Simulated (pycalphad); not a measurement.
Source of the numbers: pycalphad with the COST 507 light-alloy database (1999); pressure 1 atm. The data set is of 1999 and partly superseded. The system is extrapolated from its subsystems; higher-order compounds may be missing.

Problem. How does the equilibrium phase assembly of Al-8.32Si-11.81Sn (at.%) change on cooling from 2350 K to 550 K?

Solution. 
```csv
T (K),phases above,phases below
830.7,liquid,diamond (Si) + liquid
819.9,diamond (Si) + liquid,diamond (Si) + fcc + liquid
```
Changes were sought between steps of 100 K, so a narrower field can be missed.
